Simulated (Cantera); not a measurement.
Input (Python, Cantera) and output of one run.

```python
import numpy as np
import cantera as ct

gas_names = [...]  # 95 gases of nasa_gas.yaml made of C, F, H
cond_names = """
    C(gr) C6H6(L) C7H8(L) C8H18(L),n-octa
""".split()


# ... load() reads the species with a 1 bar reference pressure and builds the phases ...
atoms = {
    'CH3F': {'C': 1, 'H': 3, 'F': 1},
    'CH4': {'C': 1, 'H': 4},
}
top_T = {'C(gr)': 4500}  # K; cautious upper limits of use, not melting points


# ... equilibrate(T, P, feed) seeds the gas with the atoms and calls Mixture.equilibrate('TP', solver="vcs", rtol=1e-11, max_steps=5000) ...
results = []
feed = {'CH3F': 1, 'CH4': 0.32}  # mol
T = 2898  # K
P = 95000  # Pa
mix = equilibrate(T, P, feed)
results.append((T, P, feed, dict(zip(mix.species_names, mix.species_moles))))
x = sorted(zip(gas.X, gas.species_names), reverse=True)
print(f"T = {T:g} K  P = {P:g} Pa  gas = {mix.phase_moles(0):.4g} mol")
print("   x: " + "  ".join(f"{s} {v:.3e}" for v, s in x if v > 0.0001))
print("   condensed (mol): " + ("  ".join(f"{mix.phase(i).name} {mix.phase_moles(i):.4g}"
      for i in range(1, mix.n_phases) if mix.phase_moles(i) > 1e-12) or "none"))
```

Output:

```
T = 2898 K  P = 95000 Pa  gas = 2.759 mol
   x: H2 5.270e-01  HF 3.621e-01  H 8.505e-02  C2H2,acetylene 2.412e-02  C2H 5.749e-04  C4H2 4.603e-04  F 2.988e-04  C3 1.064e-04
   condensed (mol): C(gr) 1.177
```

Method: chemical equilibrium by Gibbs-energy minimisation in Cantera with the NASA 1993 tables (ideal gas, pure condensed phases).
